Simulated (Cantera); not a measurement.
A closed system holds: 1 mol CuO, 1.2 mol CH₄, 2.2 mol CO, held at 1750 K and 0.00133 bar.

These are equilibrium values from Cantera (NASA tables, ideal gas, pure condensed phases), not measurements of a reactor. Candidate condensed phases: C, C₆H₆, C₇H₈, C₈H₁₈, Cu, CuO, Cu(OH)₂, Cu₂O, H₂O; 113 gas species. Kinetics and transport are ignored.

Base state: CO 0.484, H₂ 0.361, Cu 0.151, H 0.00383, Cu₂ 0.000156, C₂H₂ (acetylene) 4.15e-5 (mole fractions); condensed: C(graphite).

Task: What changes in the equilibrium state with this change: pressure from 0.00133 bar to 0.620 bar?

Result: 
```json
[
 {"species": "CO", "before": "0.484", "after": "0.571"},
 {"species": "H₂", "before": "0.361", "after": "0.428"},
 {"species": "Cu", "before": "0.151", "after": "0.000482"},
 {"species": "CH₄", "before": "1.59e-7", "after": "0.000104"},
 {"species": "H₂O", "before": "8.57e-8", "after": "5.58e-5"},
 {"species": "CO₂", "before": "3.17e-8", "after": "2.06e-5"},
 {"species": "Cu₂", "before": "0.000156", "after": "7.39e-7"},
 {"species": "C(graphite), mol", "before": "0.199", "after": "0.199"},
 {"species": "Cu(l), mol", "before": "0", "after": "0.997"}
]
```
